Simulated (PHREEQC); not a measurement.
## City or well water: an equilibrium model

A made-up water analysis in mg/L, 36 °C, pH 7.1, pe -1: Na 0.289; K 2.28; Ca 17.9; Mg 1.22; Cl 13.1; S(6) as SO4 27.2; Alkalinity as HCO3 7.51; Li 0.000844.

Valence states are taken as typed.

Model: ion-association model, wateq4f.dat, run in PHREEQC.

This is a speciation only: nothing precipitates in the calculation.

**Question.** What charge-balance error does the model give?

**Answer.** charge-balance error 0.3 %.

**Question.** In which forms is Mg present?

**Answer.** Mg+2 95 %, MgSO4 5.3 % of the Mg.

At this temperature some constants are extrapolated from 25 °C, and those without enthalpy data are left unchanged.
